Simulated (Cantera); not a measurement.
A Cantera script and what it prints.

```python
import numpy as np
import cantera as ct

gas_names = """
    B BH BH2 BH3 BO BO2 B2 B2O B2O2 B2O3 B3O3H3 H HBO HBO2 HO2 H2 H2O H2O2 H3B3O6 O OH O2 O3
""".split()
cond_names = """
    B(b) B(L) B2O3(L) B3O3H3(cr) H2O(s) H2O(L)
""".split()


def load(file, names, dense=False):
    # The tables refer to 1 bar. Condensed volumes are neglected.
    table = {s.name: s for s in ct.Species.list_from_file(file)}
    out = []
    for n in names:
        d = dict(table[n].input_data)
        d["thermo"] = dict(d["thermo"], **{"reference-pressure": 1e5})
        if dense:
            d["equation-of-state"] = {"model": "constant-volume", "density": "1e6 g/cm^3"}
        out.append(ct.Species.from_dict(d))
    return out


gas = ct.Solution(thermo="ideal-gas", species=load("nasa_gas.yaml", gas_names))
cond = {s.name: ct.Solution(thermo="fixed-stoichiometry", species=[s], name=s.name)
        for s in load("nasa_condensed.yaml", cond_names, dense=True)}
atoms = {
    'B2H6': {'B': 2, 'H': 6},
    'O2': {'O': 2},
}
top_T = {}  # K; cautious upper limits of use, not melting points


def equilibrate(T, P, feed):
    n = {}
    for name, mol in feed.items():
        for a, k in atoms[name].items():
            n[a] = n.get(a, 0.0) + k * mol
    gas.TPX = T, P, n
    mass = sum(n.values()) * gas.mean_molecular_weight
    gas.equilibrate("TP")
    valid = [c for c in cond.values() if c.min_temp <= T <= top_T.get(c.name, c.max_temp)]
    mix = ct.Mixture([(gas, mass / gas.mean_molecular_weight)] + [(c, 0.0) for c in valid])
    mix.T, mix.P = T, P
    mix.equilibrate("TP", solver="vcs", rtol=1e-11, max_steps=5000)
    return mix


results = []
feed = {'B2H6': 1, 'O2': 9.6}  # mol
P = 21000  # Pa
for T in [1275, 1375, 1475, 1575, 1675, 1775, 1875, 1975, 2075, 2175, 2275]:
    mix = equilibrate(T, P, feed)
    results.append((T, P, feed, dict(zip(mix.species_names, mix.species_moles))))
    x = sorted(zip(gas.X, gas.species_names), reverse=True)
    print(f"T = {T:g} K  P = {P:g} Pa  gas = {mix.phase_moles(0):.4g} mol")
    print("   x: " + "  ".join(f"{s} {v:.3e}" for v, s in x if v > 1e-06))
    print("   condensed (mol): " + ("  ".join(f"{mix.phase(i).name} {mix.phase_moles(i):.4g}"
          for i in range(1, mix.n_phases) if mix.phase_moles(i) > 1e-12) or "none"))
```

Output:

```
T = 1275 K  P = 21000 Pa  gas = 9.61 mol
   x: O2 6.868e-01  H2O 3.097e-01  HBO2 2.751e-03  H3B3O6 7.073e-04  OH 2.731e-05
   condensed (mol): B2O3(L) 0.9766
T = 1375 K  P = 21000 Pa  gas = 9.64 mol
   x: O2 6.846e-01  H2O 3.061e-01  HBO2 8.687e-03  H3B3O6 5.065e-04  OH 8.290e-05  B2O3 6.263e-06  BO2 2.938e-06  O 1.149e-06
   condensed (mol): B2O3(L) 0.9507
T = 1475 K  P = 21000 Pa  gas = 9.711 mol
   x: O2 6.796e-01  H2O 2.968e-01  HBO2 2.301e-02  H3B3O6 3.660e-04  OH 2.140e-04  B2O3 6.138e-05  BO2 2.053e-05  O 5.164e-06  H2 1.058e-06
   condensed (mol): B2O3(L) 0.8822
T = 1575 K  P = 21000 Pa  gas = 9.863 mol
   x: O2 6.690e-01  H2O 2.773e-01  HBO2 5.235e-02  OH 4.789e-04  B2O3 4.436e-04  H3B3O6 2.582e-04  BO2 1.110e-04  O 1.911e-05  H2 3.640e-06
   condensed (mol): B2O3(L) 0.7331
T = 1675 K  P = 21000 Pa  gas = 10.16 mol
   x: O2 6.495e-01  H2O 2.430e-01  HBO2 1.034e-01  B2O3 2.500e-03  OH 9.349e-04  BO2 4.858e-04  H3B3O6 1.697e-04  O 6.008e-05  H2 1.014e-05  HO2 1.467e-06
   condensed (mol): B2O3(L) 0.4445
T = 1775 K  P = 21000 Pa  gas = 10.61 mol
   x: O2 6.213e-01  H2O 1.984e-01  HBO2 1.669e-01  B2O3 9.849e-03  BO2 1.652e-03  OH 1.614e-03  O 1.647e-04  H3B3O6 8.169e-05  H2 2.336e-05  H 3.053e-06  HO2 2.203e-06
   condensed (mol): none
T = 1875 K  P = 21000 Pa  gas = 10.62 mol
   x: O2 6.200e-01  H2O 1.995e-01  HBO2 1.629e-01  B2O3 1.126e-02  OH 2.915e-03  BO2 2.884e-03  O 4.133e-04  H2 5.827e-05  H3B3O6 1.109e-05  H 1.092e-05  HO2 3.578e-06
   condensed (mol): none
T = 1975 K  P = 21000 Pa  gas = 10.63 mol
   x: O2 6.180e-01  H2O 2.004e-01  HBO2 1.583e-01  B2O3 1.255e-02  OH 4.953e-03  BO2 4.727e-03  O 9.451e-04  H2 1.325e-04  H 3.438e-05  HO2 5.529e-06  BO 2.053e-06  H3B3O6 1.827e-06
   condensed (mol): none
T = 2075 K  P = 21000 Pa  gas = 10.65 mol
   x: O2 6.148e-01  H2O 2.007e-01  HBO2 1.530e-01  B2O3 1.367e-02  OH 7.982e-03  BO2 7.338e-03  O 1.994e-03  H2 2.784e-04  H 9.698e-05  HO2 8.174e-06  BO 7.145e-06  HBO 1.515e-06
   condensed (mol): none
T = 2175 K  P = 21000 Pa  gas = 10.69 mol
   x: O2 6.101e-01  H2O 2.003e-01  HBO2 1.471e-01  B2O3 1.457e-02  OH 1.228e-02  BO2 1.086e-02  O 3.926e-03  H2 5.451e-04  H 2.487e-04  BO 2.200e-05  HO2 1.161e-05  HBO 3.886e-06
   condensed (mol): none
T = 2275 K  P = 21000 Pa  gas = 10.74 mol
   x: O2 6.032e-01  H2O 1.988e-01  HBO2 1.404e-01  OH 1.811e-02  BO2 1.538e-02  B2O3 1.521e-02  O 7.267e-03  H2 1.003e-03  H 5.867e-04  BO 6.087e-05  HO2 1.591e-05  HBO 9.098e-06
   condensed (mol): none
```

Equilibrium computed with Cantera from the NASA thermochemical tables; the gas is ideal and each condensed phase is pure. The feed counts by its element totals alone. Gases not in the tables: H3BO3.
